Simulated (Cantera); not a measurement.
**Diamond growth**

A diamond (100) surface in a fixed gas of H2 with x(CH4) = 0.015, x(CH3) = 0.0011, at 1175 K, 15.0 Torr; coverages are run to steady state.

Cantera simulation using the Harris–Goodwin 1993 mechanism for the reconstructed diamond (100) surface; the numbers are that mechanism's predictions, not measurements.

```json
[
 {"x(H)": "0.0001", "growth (µm/h)": "0.191", "θ c6HH": "0.598", "θ c6H*": "0.0259", "θ c6*H": "0.349", "θ c6**": "0.00328", "θ c6HM": "0.00718"},
 {"x(H)": "0.0002", "growth (µm/h)": "0.417", "θ c6HH": "0.534", "θ c6H*": "0.0298", "θ c6*H": "0.402", "θ c6**": "0.00635", "θ c6HM": "0.00879"},
 {"x(H)": "0.00039", "growth (µm/h)": "0.783", "θ c6HH": "0.496", "θ c6H*": "0.0322", "θ c6*H": "0.433", "θ c6**": "0.0105", "θ c6HM": "0.0102"},
 {"x(H)": "0.00077", "growth (µm/h)": "1.35", "θ c6HH": "0.472", "θ c6H*": "0.0336", "θ c6*H": "0.452", "θ c6**": "0.0153", "θ c6HM": "0.0114"},
 {"x(H)": "0.0015", "growth (µm/h)": "2.20", "θ c6HH": "0.460", "θ c6H*": "0.0343", "θ c6*H": "0.461", "θ c6**": "0.0195", "θ c6HM": "0.0120"},
 {"x(H)": "0.003", "growth (µm/h)": "3.58", "θ c6HH": "0.453", "θ c6H*": "0.0347", "θ c6*H": "0.467", "θ c6**": "0.0228", "θ c6HM": "0.0120"},
 {"x(H)": "0.0059", "growth (µm/h)": "5.67", "θ c6HH": "0.450", "θ c6H*": "0.0350", "θ c6*H": "0.470", "θ c6**": "0.0248", "θ c6HM": "0.0111"},
 {"x(H)": "0.012", "growth (µm/h)": "8.80", "θ c6HH": "0.450", "θ c6H*": "0.0352", "θ c6*H": "0.473", "θ c6**": "0.0261", "θ c6HM": "0.00923"},
 {"x(H)": "0.023", "growth (µm/h)": "12.2", "θ c6HH": "0.450", "θ c6H*": "0.0355", "θ c6*H": "0.476", "θ c6**": "0.0268", "θ c6HM": "0.00700"}
]
```
θ: site fractions in the mechanism's names (c6HH fully hydrogenated, c6H* and c6*H radical sites, c6** diradical, c6HM methylated).
